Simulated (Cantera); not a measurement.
Input: 1 mol toluene, 4.4 mol CO2, at 1000 °C and 128 Torr.

Equilibrium computed with Cantera from the NASA thermochemical tables; the gas is ideal and each condensed phase is pure. Candidate condensed phases: C, C6H6, C7H8, C8H18, H2O; 110 gas species. Equilibrium is a limit: real reactors are often held back by kinetics, nucleation or transport.

Base state: CO 0.687, H2 0.312, CO2 0.000576, H2O 0.000433, CH4 0.000156 (mole fractions); condensed: C(graphite).

Task: What changes in the equilibrium state with this change: temperature from 1000 °C to 2602 °C?

Result: 
```
species            before     after
----------------  -------  --------
CO                  0.687     0.645
H2                  0.312     0.223
H                 9.66e-7     0.121
C2H                 <1e-9  0.000735
C3                  <1e-9  0.000456
C4H2                <1e-9  0.000168
C(graphite), mol     2.61      2.29
```

Task: What changes in the equilibrium state with this change: CO2 from 4.4 to 0.022 mol?

Result: 
```json
[
 {"species": "H2", "before": "0.312", "after": "0.988"},
 {"species": "CO", "before": "0.687", "after": "0.0109"},
 {"species": "CH4", "before": "0.000156", "after": "0.00156"},
 {"species": "CO2", "before": "0.000576", "after": "1.45e-7"},
 {"species": "H2O", "before": "0.000433", "after": "2.17e-5"},
 {"species": "C(graphite), mol", "before": "2.61", "after": "6.97"}
]
```

Task: What changes in the equilibrium state with this change: pressure from 128 Torr to 750 Torr?

Result: 
| species | before | after |
|---|---|---|
| CO | 0.687 | 0.683 |
| H2 | 0.312 | 0.310 |
| CO2 | 0.000576 | 0.00335 |
| H2O | 0.000433 | 0.00252 |
| CH4 | 0.000156 | 0.000904 |
| C(graphite), mol | 2.61 | 2.66 |
